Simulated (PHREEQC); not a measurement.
A PHREEQC speciation (ion-association model, phreeqc.dat) at 3.6 °C gives pH 2.78 and these molalities:

```json
[
 {"species": "SO4-2", "mol/kgw": "0.00482"},
 {"species": "Cu+2", "mol/kgw": "0.00407"},
 {"species": "H+", "mol/kgw": "0.00186"},
 {"species": "CuSO4", "mol/kgw": "0.00123"},
 {"species": "HSO4-", "mol/kgw": "0.000345"}
]
```

Task: What are the element totals, and what could have been dissolved in 1 kg of water to give them?

Result: This is not unique; one that fits is totals Cu(2) 0.00530, S(6) 0.00640 mol/kgw, from 5.3 mmol/kgw CuSO4 and 1.1 mmol/kgw H2SO4.

No solid was allowed to form. Complexes and solids missing from the database can't appear. Constants without temperature data keep their 25 °C values here.
